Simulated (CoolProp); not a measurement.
A single-stage vapour-compression cycle with the fluid: evaporating at 265.15 K (dew point), condensing at 331.15 K (bubble point), superheat 10 K, subcooling 8 K, compressor efficiency 0.9, no pressure losses. The same conditions are run with several fluids, on thermodynamics alone (safety and materials aside).

Computed with CoolProp (reference Helmholtz-energy equation of state of each fluid (sulfur dioxide: Gao 2016; chloromethane (R40): Thol 2014; R1336mzz(E): Akasaka 2023; R141b: Lemmon 2006; carbonyl sulfide: Lemmon 2006; R1132(E): Akasaka 2024)).

### Question
Rank sulfur dioxide, chloromethane (R40), R1336mzz(E), R141b, carbonyl sulfide, R1132(E) by cooling COP, highest first.

### Answer
R141b (3.05), chloromethane (R40) (2.89), sulfur dioxide (2.86), carbonyl sulfide (2.74), R1336mzz(E) (2.65), R1132(E) (2.44)

| fluid | pressure ratio | discharge temperature (K) | refrigerating effect (kJ/kg) | volumetric capacity (kJ/m³) |
|---|---|---|---|---|
| sulfur dioxide | 9.44 | 448.9 | 313 | 997 |
| chloromethane (R40) | 7.03 | 415.6 | 326 | 1460 |
| R1336mzz(E) | 10.6 | 331.2 | 97.3 | 363 |
| R141b | 12.1 | 356.3 | 182 | 181 |
| carbonyl sulfide | 5.27 | 399.1 | 206 | 2980 |
| R1132(E) | 5.68 | 370.4 | 162 | 3200 |

The compression ends wet for: R1336mzz(E).
